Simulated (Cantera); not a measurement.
Cantera run, input and output.

```python
import numpy as np
import cantera as ct

gas = ct.Solution("gri30.yaml")
gas.TPX = 1773, 7000, {'NO': 1, 'N2': 1.3}
reactor = ct.IdealGasConstPressureReactor(gas, energy="off", clone=False)
net = ct.ReactorNet([reactor])
net.rtol, net.atol = 1e-08, 1e-18
show = ['NO', 'O', 'N2', 'NO2', 'N2O']
times = np.geomspace(5e-05, 20, 14)

steps = ct.SolutionArray(gas, extra=["t"])
rows = []
print(f"{'t/s':>10s}{'T/K':>9s}{'P/Pa':>11s}" + "".join(f"{s:>11s}" for s in show))
for t in times:
    while net.time < t:
        t_next = net.step()
        steps.append(gas.state, t=t_next)
    rows.append([np.interp(t, steps.t, y) for y in (steps.T, steps.P, *steps(*show).X.T)])
    print(f"{t:10.3e}{rows[-1][0]:9.1f}{rows[-1][1]:11.4g}" + "".join(f"{x:11.3e}" for x in rows[-1][2:]))
rate = np.gradient(steps.T, steps.t)
print("integrator steps:", len(steps.t))
if steps.T.max() > steps.T[0] + 200:
    print(f"time of steepest temperature rise: {steps.t[rate.argmax()]:.4e} s")
gas.TPX = 1773, 7000, {'NO': 1, 'N2': 1.3}
gas.equilibrate("TP")
print(f"equilibrium (TP): T = {gas.T:.1f} K  " + "  ".join(f"{s} {gas[s].X[0]:.3e}" for s in show))
```

Result:

```
       t/s      T/K       P/Pa         NO          O         N2        NO2        N2O
 5.000e-05   1773.0       7000  4.348e-01  1.190e-07  5.652e-01  8.181e-10  1.197e-07
 1.349e-04   1773.0       7000  4.348e-01  3.178e-07  5.652e-01  5.885e-09  3.223e-07
 3.638e-04   1773.0       7000  4.348e-01  8.348e-07  5.652e-01  4.143e-08  8.663e-07
 9.812e-04   1773.0       7000  4.348e-01  2.107e-06  5.652e-01  2.786e-07  2.314e-06
 2.647e-03   1773.0       7000  4.348e-01  4.901e-06  5.652e-01  1.669e-06  6.081e-06
 7.139e-03   1773.0       7000  4.347e-01  1.032e-05  5.652e-01  7.828e-06  1.529e-05
 1.925e-02   1773.0       7000  4.347e-01  1.990e-05  5.652e-01  2.385e-05  3.435e-05
 5.194e-02   1773.0       7000  4.345e-01  2.764e-05  5.653e-01  3.707e-05  5.979e-05
 1.401e-01   1773.0       7000  4.340e-01  3.002e-05  5.655e-01  4.035e-05  7.180e-05
 3.778e-01   1773.0       7000  4.327e-01  3.158e-05  5.662e-01  4.314e-05  7.188e-05
 1.019e+00   1773.0       7000  4.292e-01  3.521e-05  5.680e-01  4.968e-05  7.032e-05
 2.749e+00   1773.0       7000  4.196e-01  4.334e-05  5.727e-01  6.371e-05  6.642e-05
 7.415e+00   1773.0       7000  3.946e-01  5.927e-05  5.853e-01  8.796e-05  5.736e-05
 2.000e+01   1773.0       7000  3.336e-01  8.586e-05  6.157e-01  1.144e-04  3.948e-05
integrator steps: 646
equilibrium (TP): T = 1773.0 K  NO 3.833e-03  O 1.657e-04  N2 7.806e-01  NO2 2.723e-06  N2O 5.825e-08
```

Computed with Cantera and GRI-Mech 3.0 (53 species, 325 reactions).
